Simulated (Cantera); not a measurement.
Standard-state values (1 bar) from the NASA 1993 polynomials, evaluated with Cantera. Values are per mole of reaction as written; species without (g) are pure solids or liquids, kept so even where they would boil at 1 bar.

Between 300 and 2450 K, where is each reaction favourable under standard conditions?
- 2 CF2(g) + F2(g) → 2 CF3(g)


- 2 CF2(g) + F2(g) → 2 CF3(g): ΔG° is -530 kJ at 300 K and -204 kJ at 2450 K; it stays negative (K > 1). ΔH° is -562 kJ and ΔS° -146 J/K at 2450 K.
